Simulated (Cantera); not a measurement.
Mixture: CH₄ : O₂ : N₂ = 1 : 4 : 15 (molar parts), equivalence ratio 0.50, at 1000000 Pa, adiabatic and at constant pressure. Ignition delay is the time to a rise of 400 K.

Cantera simulation using GRI-Mech 3.0 (53 species, 325 reactions); the numbers are that mechanism's predictions, not measurements.

Predict: delay at 1200 K; delay at 1275 K; delay at 1350 K; delay at 1425 K; delay at 1500 K; delay at 1575 K; delay at 1650 K; apparent activation energy between 1500 and 1650 K.


```
Quantity                                                 Value
--------------------------------------------------  ----------
delay at 1200 K                                        3.54 ms
delay at 1275 K                                        1.44 ms
delay at 1350 K                                       0.633 ms
delay at 1425 K                                       0.296 ms
delay at 1500 K                                       0.146 ms
delay at 1575 K                                        76.5 µs
delay at 1650 K                                        42.2 µs
apparent activation energy between 1500 and 1650 K  170 kJ/mol
```
